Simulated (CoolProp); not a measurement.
A Linde-Hampson liquefier for nitrogen: isothermal reversible compression at 280 K from 1 atm to 5 MPa, throttling to 1 atm, return gas leaving the recuperator 2 K below the feed. Each further row changes one setting.

Values from CoolProp's reference Helmholtz-energy equation of state, Span 2000.

| case | liquid yield per pass | compression work (kJ/kg of gas) |
|---|---|---|
| as stated | 0.024 | 323 |
| high pressure 10 MPa | 0.050 | 380 |
| warm-end temperature 310 K | 0.017 | 358 |
| warm-end gap 7 K | 0.012 | 323 |
